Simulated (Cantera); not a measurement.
Input (Python, Cantera):

```python
import numpy as np
import cantera as ct

gas = ct.Solution("gri30.yaml")
gas.TPX = 400, 820000, {'CH4': 1, 'O2': 2.6, 'N2': 7.52}
flame = ct.FreeFlame(gas, width=0.0092)
flame.set_refine_criteria(ratio=3, slope=0.08, curve=0.16)
flame.transport_model = "mixture-averaged"
flame.solve(loglevel=0, auto=True)
z, T = flame.grid, flame.T
thick = (T[-1] - T[0]) / np.gradient(T, z).max()
show = ['CH4', 'O2', 'N2O', 'NO2', 'NO', 'CH3']
print(f"laminar burning velocity  {flame.velocity[0] * 100:.3f} cm/s")
print(f"burnt temperature         {T[-1]:.1f} K")
print(f"thermal thickness         {thick * 1e3:.4f} mm")
print(f"grid points               {len(z)}")
z0 = z[flame.heat_release_rate.argmax()]
print(f"{'z/mm':>9s}{'T/K':>9s}{'u/(m/s)':>9s}" + "".join(f"{s:>11s}" for s in show))
rows = []
for k in (-3, -2, -1.5, -1, -0.5, -0.25, 0, 0.25, 0.5, 1, 2, 4, 8):
    zz = z0 + k * thick
    rows.append([k * thick, np.interp(zz, z, T), np.interp(zz, z, flame.velocity),
                 *(np.interp(zz, z, flame.X[gas.species_index(s)]) for s in show)])
    print(f"{rows[-1][0] * 1e3:9.3f}{rows[-1][1]:9.1f}{rows[-1][2]:9.3f}" + "".join(f"{x:11.3e}" for x in rows[-1][3:]))
```

It prints:

```
laminar burning velocity  31.870 cm/s
burnt temperature         2270.4 K
thermal thickness         0.0781 mm
grid points               141
     z/mm      T/K  u/(m/s)        CH4         O2        N2O        NO2         NO        CH3
   -0.234    400.5    0.319  8.985e-02  2.337e-01  1.834e-11  6.509e-10  1.694e-10  1.638e-09
   -0.156    406.1    0.324  8.940e-02  2.332e-01  4.199e-10  1.217e-08  2.555e-09  2.023e-08
   -0.117    425.7    0.340  8.807e-02  2.317e-01  2.452e-09  6.233e-08  1.291e-08  8.888e-08
   -0.078    541.1    0.434  8.109e-02  2.227e-01  2.314e-08  4.334e-07  1.315e-07  1.025e-06
   -0.039   1036.4    0.840  5.242e-02  1.785e-01  1.969e-07  1.271e-06  2.173e-06  9.013e-05
   -0.020   1472.0    1.198  2.663e-02  1.345e-01  4.369e-07  5.928e-07  5.877e-06  7.142e-04
    0.000   1883.1    1.533  4.545e-03  8.827e-02  8.238e-07  8.546e-08  1.097e-05  9.338e-04
    0.020   2060.5    1.668  1.362e-04  6.676e-02  1.312e-06  5.217e-08  1.672e-05  5.482e-05
    0.039   2136.6    1.721  2.549e-06  6.051e-02  1.615e-06  6.500e-08  2.141e-05  1.247e-06
    0.078   2209.8    1.772  2.471e-09  5.659e-02  1.683e-06  7.709e-08  2.822e-05  1.466e-09
    0.156   2255.2    1.803  3.043e-13  5.479e-02  1.326e-06  7.756e-08  3.722e-05  7.272e-13
    0.312   2269.5    1.813  5.026e-14  5.430e-02  1.027e-06  8.717e-08  5.043e-05  1.287e-13
    0.625   2271.2    1.814  5.738e-15  5.423e-02  9.808e-07  1.260e-07  7.489e-05  1.441e-14
```

Computed with Cantera and GRI-Mech 3.0 (53 species, 325 reactions). Burning velocities carry a grid error of a few per cent, more on coarse grids.
